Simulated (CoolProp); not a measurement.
A Linde-Hampson liquefier for CF4 (R14): isothermal reversible compression at 290 K from 1 atm to 5 MPa, throttling to 1 atm, return gas leaving the recuperator 2 K below the feed. Each further row changes one setting.

Computed with CoolProp (reference Helmholtz-energy equation of state, Platzer 1990). This equation is an older, rougher fit; its heat capacities, sound speeds and derivatives of the liquid may be far off and weren't checked against measurements.

| case | liquid yield per pass | compression work (kJ/kg of gas) |
|---|---|---|
| as stated | … | 101 |
| high pressure 10 MPa | 0.208 | … |
| warm-end temperature 320 K | 0.066 | … |
| warm-end gap 7 K | … | 101 |

Problem. What belongs in the gaps?

Solution. 
- as stated, liquid yield per pass: 0.095
- high pressure 10 MPa, compression work (kJ/kg of gas): 115
- warm-end temperature 320 K, compression work (kJ/kg of gas): 114
- warm-end gap 7 K, liquid yield per pass: 0.080
